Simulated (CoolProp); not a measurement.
Isopentane along the isotherm 498 K: density (kg/m³) from the reference equation and from simpler models built on Tc = 460.3 K, pc = 3.378 MPa, ω = 0.227; each cubic takes its own stable root.

Values from CoolProp's reference Helmholtz-energy equation of state, Lemmon 2006. It is a short technical equation, of lower accuracy than the large ones.

| p (MPa) | phase | reference | van der Waals | Redlich-Kwong | Soave-Redlich-Kwong | Peng-Robinson |
|---|---|---|---|---|---|---|
| 0.768 | gas | 14.27 | 14.21 | 14.29 | 14.26 | 14.38 |
| 1.54 | gas | 30.86 | 30.62 | 30.96 | 30.76 | 31.30 |
| 2.3 | gas | 50.36 | 49.91 | 50.65 | 50.01 | 51.38 |
| 3.07 | gas | 75.10 | 74.99 | 75.92 | 74.13 | 76.98 |
| 3.84 | supercritical | 108.5 | 112.6 | 111.1 | 106.0 | 111.3 |
| 4.61 | supercritical | 158.8 | 182.1 | 166.1 | 151.0 | 160.0 |
| 5.37 | supercritical | 232.5 | 226.3 | 227.1 | 204.5 | 218.4 |
| 6.14 | supercritical | 291.3 | 248.5 | 266.2 | 246.5 | 265.8 |
| 6.91 | supercritical | 324.0 | 263.3 | 292.0 | 275.3 | 298.9 |
| 7.68 | supercritical | 345.2 | 274.5 | 311.2 | 296.7 | 323.6 |
| 8.45 | supercritical | 360.8 | 283.6 | 326.7 | 313.7 | 343.2 |
